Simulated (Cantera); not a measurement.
An isothermal, constant-pressure homogeneous reactor starts with H2 : O2 : N2 = 1.2 : 1 : 1.5 (molar parts), equivalence ratio 0.60, at 1150 K and 555 Torr.

Computed with Cantera and GRI-Mech 3.0 (53 species, 325 reactions). The temperature is held fixed by assumption; the heat of reaction is taken as removed at once.

x: mole fraction; the columns are a selection and need not sum to one.

| t (s) | x H2 | x O2 | x NO2 | x H2O | x O | x OH |
|---|---|---|---|---|---|---|
| 0.000400 | 0.00299 | 0.130 | 1.85e-7 | 0.383 | [?] | 0.000119 |
| 0.00149 | 0.00134 | 0.130 | 6.30e-7 | 0.385 | [?] | 3.12e-5 |
| 0.00552 | 0.000429 | 0.129 | 1.08e-6 | 0.387 | [?] | 1.41e-5 |
| 0.0205 | 7.30e-5 | 0.129 | 1.38e-6 | 0.387 | [?] | 5.83e-6 |
| 0.0761 | 3.30e-6 | 0.129 | 9.16e-7 | 0.387 | [?] | 3.25e-6 |
| 0.283 | 8.70e-9 | 0.129 | 1.33e-7 | 0.387 | [?] | 2.39e-6 |
| 1.05 | 5.42e-9 | 0.129 | 3.63e-8 | 0.387 | 3.40e-9 | 2.74e-6 |
| 3.90 | 5.42e-9 | 0.129 | 3.53e-8 | 0.387 | 3.50e-9 | 2.78e-6 |
| 14.5 | 5.42e-9 | 0.129 | 3.53e-8 | 0.387 | 3.49e-9 | 2.78e-6 |
| 53.8 | 5.42e-9 | 0.129 | 3.53e-8 | 0.387 | 3.49e-9 | 2.78e-6 |
| 200 | 5.42e-9 | 0.129 | 3.53e-8 | 0.387 | 3.49e-9 | 2.78e-6 |

Problem. What belongs in the gaps?

Solution. 
- 0.000400, x O: 3.89e-5
- 0.00149, x O: 5.69e-6
- 0.00552, x O: 1.04e-6
- 0.0205, x O: 9.21e-8
- 0.0761, x O: 6.89e-9
- 0.283, x O: 2.61e-9
